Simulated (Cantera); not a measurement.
A Cantera script and what it prints.

```python
import numpy as np
import cantera as ct

gas_names = [...]  # 151 gases of nasa_gas.yaml made of C, H, N, O, Si
cond_names = """
    C(gr) C6H6(L) C7H8(L) C8H18(L),n-octa H2O(s) H2O(L) Si(cr) Si(L) SiC(b) SiO2(Lqz) SiO2(hqz) SiO2(L)
    Si2N2O(s) Si3N4(a)
""".split()


# ... load() reads the species with a 1 bar reference pressure and builds the phases ...
atoms = {
    'TEOS': {'Si': 1, 'C': 8, 'H': 20, 'O': 4},
    'N2O': {'N': 2, 'O': 1},
}
top_T = {'C(gr)': 4500, 'SiC(b)': 3050, 'Si2N2O(s)': 2100, 'Si3N4(a)': 2400}  # K; cautious upper limits of use, not melting points


# ... equilibrate(T, P, feed) seeds the gas with the atoms and calls Mixture.equilibrate('TP', solver="vcs", rtol=1e-11, max_steps=5000) ...
results = []
T = 573  # K
P = 810  # Pa
for m in [0.11, 0.3, 0.82, 2.2, 6.1, 17, 46]:
    feed = {'TEOS': 1, 'N2O': m}  # mol
    mix = equilibrate(T, P, feed)
    results.append((T, P, feed, dict(zip(mix.species_names, mix.species_moles))))
    x = sorted(zip(gas.X, gas.species_names), reverse=True)
    print(f"T = {T:g} K  P = {P:g} Pa  n(N2O) = {m:g} mol  gas = {mix.phase_moles(0):.4g} mol")
    print("   x: " + "  ".join(f"{s} {v:.3e}" for v, s in x if v > 1e-06))
    print("   condensed (mol): " + ("  ".join(f"{mix.phase(i).name} {mix.phase_moles(i):.4g}"
          for i in range(1, mix.n_phases) if mix.phase_moles(i) > 1e-12) or "none"))
```

Result:

```
T = 573 K  P = 810 Pa  n(N2O) = 0.11 mol  gas = 7.855 mol
   x: H2 4.294e-01  CH4 3.077e-01  H2O 2.284e-01  CO2 1.966e-02  N2 1.400e-02  CO 9.042e-04  NH3 1.821e-05
   condensed (mol): C(gr) 5.422  SiO2(Lqz) 1
T = 573 K  P = 810 Pa  n(N2O) = 0.3 mol  gas = 8.146 mol
   x: H2 4.154e-01  CH4 2.879e-01  H2O 2.364e-01  N2 3.682e-02  CO2 2.250e-02  CO 9.673e-04  NH3 2.810e-05
   condensed (mol): C(gr) 5.464  SiO2(Lqz) 1
T = 573 K  P = 810 Pa  n(N2O) = 0.82 mol  gas = 8.938 mol
   x: H2 3.811e-01  H2O 2.531e-01  CH4 2.423e-01  N2 9.173e-02  CO2 3.064e-02  CO 1.129e-03  NH3 3.897e-05
   condensed (mol): C(gr) 5.55  SiO2(Lqz) 1
T = 573 K  P = 810 Pa  n(N2O) = 2.2 mol  gas = 11.02 mol
   x: H2 3.112e-01  H2O 2.728e-01  N2 1.996e-01  CH4 1.616e-01  CO2 5.338e-02  CO 1.490e-03  NH3 4.241e-05
   condensed (mol): C(gr) 5.614  SiO2(Lqz) 1
T = 573 K  P = 810 Pa  n(N2O) = 6.1 mol  gas = 16.87 mol
   x: N2 3.616e-01  H2O 2.553e-01  H2 2.017e-01  CO2 1.113e-01  CH4 6.788e-02  CO 2.152e-03  NH3 2.979e-05
   condensed (mol): C(gr) 4.94  SiO2(Lqz) 1
T = 573 K  P = 810 Pa  n(N2O) = 17 mol  gas = 33.2 mol
   x: N2 5.121e-01  CO2 2.003e-01  H2O 1.688e-01  H2 9.941e-02  CH4 1.649e-02  CO 2.886e-03  NH3 1.227e-05
   condensed (mol): C(gr) 0.7067  SiO2(Lqz) 1
T = 573 K  P = 810 Pa  n(N2O) = 46 mol  gas = 75 mol
   x: N2 6.133e-01  O2 1.467e-01  H2O 1.333e-01  CO2 1.067e-01
   condensed (mol): SiO2(Lqz) 1
```

These are equilibrium values from Cantera (NASA tables, ideal gas, pure condensed phases), not measurements of a reactor. The feed counts by its element totals alone.
